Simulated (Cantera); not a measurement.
Charge: 1 mol Pb, 10 mol CO, 36 mol N2, 0.75 mol NH3, held at 502 °C and 250 Pa.

Equilibrium computed with Cantera from the NASA thermochemical tables; the gas is ideal and each condensed phase is pure. Candidate condensed phases: C, C6H6, C7H8, C8H18, H2O, Pb, PbO, PbO2, Pb3O4; 139 gas species. Kinetics and transport are ignored.

Base state: N2 0.780, CO 0.178, H2 0.0236, CO2 0.0180, H2O 0.000475 (mole fractions); condensed: C(graphite) + Pb(l).

Task: What changes in the equilibrium state with this change: CO from 10 to 1.6 mol?

Result: 
```csv
species,before,after
N2,0.780,0.931
CO,0.178,0.0391
H2,0.0236,0.0287
CO2,0.0180,0.000871
H2O,0.000475,0.000126
"C(graphite), mol",0.863,0.0388
"Pb(l), mol",1.000,1.000
```
